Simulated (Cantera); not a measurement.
Input: 1 mol TiCl4, 0.76 mol H2O, at 353 Torr.

Equilibrium computed with Cantera from the NASA thermochemical tables; the gas is ideal and each condensed phase is pure. Candidate condensed phases: H2O, Ti, TiCl2, TiCl3, TiCl4, TiO, TiO2, Ti2O3, Ti3O5, Ti4O7; 23 gas species. Condensed phases not in the tables: TiOCl. The numbers say what is thermodynamically allowed, not how fast it happens.

x: gas mole fraction; n: condensed amount in mol.

| T (°C) | x HCl | x TiCl4 | x TiCl3 | x Cl | x Cl2 | n TiO2(rutile) |
|---|---|---|---|---|---|---|
| 750 | 0.710 | 0.290 | 3.65e-6 | 1.85e-6 | 5.45e-6 | 0.380 |
| 825 | 0.710 | 0.290 | [?] | [?] | [?] | 0.380 |
| 900 | 0.710 | 0.290 | [?] | [?] | [?] | 0.380 |
| 975 | 0.710 | 0.290 | 0.000129 | 8.00e-5 | 5.14e-5 | 0.380 |
| 1050 | 0.709 | 0.290 | 0.000319 | 0.000214 | 9.38e-5 | 0.380 |
| 1125 | 0.709 | 0.289 | 0.000715 | 0.000517 | 0.000160 | 0.380 |
| 1200 | 0.708 | 0.288 | 0.00148 | 0.00114 | 0.000257 | 0.379 |
| 1275 | 0.707 | 0.286 | 0.00284 | 0.00231 | 0.000391 | 0.379 |
| 1350 | 0.706 | 0.284 | 0.00516 | 0.00436 | 0.000565 | 0.379 |
| 1425 | 0.703 | 0.279 | 0.00886 | 0.00774 | 0.000780 | 0.379 |
| 1500 | 0.699 | 0.271 | 0.0145 | 0.0130 | 0.00103 | 0.379 |

Fill in the missing entries.


- 825, x TiCl3: 1.43e-5
- 825, x Cl: 7.61e-6
- 825, x Cl2: 1.24e-5
- 900, x TiCl3: 4.64e-5
- 900, x Cl: 2.65e-5
- 900, x Cl2: 2.62e-5
